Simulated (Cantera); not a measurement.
Carbon deposition, reforming and gasification: toluene + O₂ + H₂

Feed: 1 mol toluene, 0.05 mol O₂, a varied amount of H₂, held at 475 °C and 13.3 mbar.

Equilibrium computed with Cantera from the NASA thermochemical tables; the gas is ideal and each condensed phase is pure. Candidate condensed phases: C, C₆H₆, C₇H₈, C₈H₁₈, H₂O; 110 gas species. Equilibrium is a limit: real reactors are often held back by kinetics, nucleation or transport.

From 9.3 mol H₂ to 67 mol H₂ the condensed part is C(graphite). The main C-bearing gas is CH₄ throughout. The share of C in condensed phases is highest at 9.3 mol H₂ (92.0 %) and lowest at 67 mol H₂ (59.8 %).

```json
[
 {"n(H₂) (mol)": "9.3", "x H₂": "0.952", "x CH₄": "0.0401", "x H₂O": "0.00419", "x CO": "0.00342", "n C(graphite)": "6.44"},
 {"n(H₂) (mol)": "15", "x H₂": "0.954", "x CH₄": "0.0402", "x H₂O": "0.00296", "x CO": "0.00241", "n C(graphite)": "6.22"},
 {"n(H₂) (mol)": "21", "x H₂": "0.956", "x CH₄": "0.0403", "x H₂O": "0.00226", "x CO": "0.00184", "n C(graphite)": "5.98"},
 {"n(H₂) (mol)": "27", "x H₂": "0.956", "x CH₄": "0.0404", "x H₂O": "0.00183", "x CO": "0.00149", "n C(graphite)": "5.75"},
 {"n(H₂) (mol)": "33", "x H₂": "0.957", "x CH₄": "0.0404", "x H₂O": "0.00154", "x CO": "0.00125", "n C(graphite)": "5.52"},
 {"n(H₂) (mol)": "38", "x H₂": "0.957", "x CH₄": "0.0405", "x H₂O": "0.00135", "x CO": "0.00110", "n C(graphite)": "5.32"},
 {"n(H₂) (mol)": "44", "x H₂": "0.957", "x CH₄": "0.0405", "x H₂O": "0.00119", "x CO": "0.000964", "n C(graphite)": "5.09"},
 {"n(H₂) (mol)": "50", "x H₂": "0.958", "x CH₄": "0.0405", "x H₂O": "0.00106", "x CO": "0.000858", "n C(graphite)": "4.85"},
 {"n(H₂) (mol)": "56", "x H₂": "0.958", "x CH₄": "0.0405", "x H₂O": "0.000951", "x CO": "0.000773", "n C(graphite)": "4.62"},
 {"n(H₂) (mol)": "62", "x H₂": "0.958", "x CH₄": "0.0405", "x H₂O": "0.000865", "x CO": "0.000703", "n C(graphite)": "4.38"},
 {"n(H₂) (mol)": "67", "x H₂": "0.958", "x CH₄": "0.0405", "x H₂O": "0.000804", "x CO": "0.000653", "n C(graphite)": "4.19"}
]
```
x: gas mole fraction; n: condensed amount in mol.
